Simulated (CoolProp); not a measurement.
Vapour-liquid equilibrium of R125 (1) + R152A (2) at 0.192 MPa; x and y are mole fractions of (1).

Values from CoolProp's multi-fluid Helmholtz-energy mixture model, Lemmon 2005 and Outcalt 1996; pair parameters Bell 2016.

### Question
Give the bubble temperature and the first vapour's composition at x = 0.275, 0.425, 0.8. Is there an azeotrope?

### Answer
x = 0.275: 255.1 K, y = 0.487; x = 0.425: 251.2 K, y = 0.649; x = 0.8: 242.8 K, y = 0.918. No azeotrope shows between x = 0.05 and 0.95.

Pair parameters are fitted to limited data, so mixtures are less certain than the pure fluids.
